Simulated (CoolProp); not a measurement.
Values from CoolProp's reference Helmholtz-energy equation of state, Eisenbach 2021.

**Question.** For propylene glycol, give the phase and the cp (kJ/(kg K)) at 402 K and 0.0654 MPa; 467.4 K and 0.0654 MPa.

**Answer.** 
- 402 K and 0.0654 MPa: liquid; cp 3.06
- 467.4 K and 0.0654 MPa: gas; cp 2.45
